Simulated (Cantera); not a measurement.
Feed: 1 mol C2H4, 1.7 mol NH3, 25 mol N2, at 170000 Pa.

Method: chemical equilibrium by Gibbs-energy minimisation in Cantera with the NASA 1993 tables (ideal gas, pure condensed phases). Candidate condensed phases: C, C6H6, C7H8, C8H18; 110 gas species. Ions and electrons are included (thermal ionisation). Kinetics and transport are ignored.

### Question
What share of the C ends up in condensed phases as a function of T (°C), at 1727, 2227, 2727, 3227, 3727, 4227, 4727?

### Answer
| T (°C) | C condensed (%) | as |
|---|---|---|
| 1727 | 91.3 | C(graphite) |
| 2227 | 55.4 | C(graphite) |
| 2727 | 0.0 | - |
| 3227 | 0.0 | - |
| 3727 | 0.0 | - |
| 4227 | 0.0 | - |
| 4727 | 0.0 | - |
